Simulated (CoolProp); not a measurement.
Vapour-liquid equilibrium of benzene (1) + p-xylene (2) at 68.25 °C; x and y are mole fractions of (1).

Model: multi-fluid Helmholtz-energy mixture model, Thol 2012 and Zhou 2012; pair parameters Bell 2016, in CoolProp.

| x | bubble pressure (kPa) | y at the bubble point | dew pressure at overall composition x (kPa) | liquid density (mol/L) |
|---|---|---|---|---|
| 0.05 | 12.54 | 0.258 | 10.21 | 7.823 |
| 0.15 | 18.27 | 0.543 | 11.21 | 8.054 |
| 0.25 | 24.18 | 0.695 | 12.43 | 8.297 |
| 0.35 | 30.19 | 0.788 | 13.95 | 8.551 |
| 0.45 | 36.25 | 0.850 | 15.90 | 8.819 |
| 0.55 | 42.30 | 0.895 | 18.48 | 9.100 |
| 0.65 | 48.32 | 0.928 | 22.06 | 9.398 |
| 0.75 | 54.33 | 0.954 | 27.40 | 9.712 |
| 0.85 | 60.33 | 0.975 | 36.19 | 10.04 |
| 0.95 | 66.35 | 0.992 | 53.30 | 10.40 |

No azeotrope shows between x = 0.05 and 0.95.

Pair parameters are fitted to limited data, so mixtures are less certain than the pure fluids.
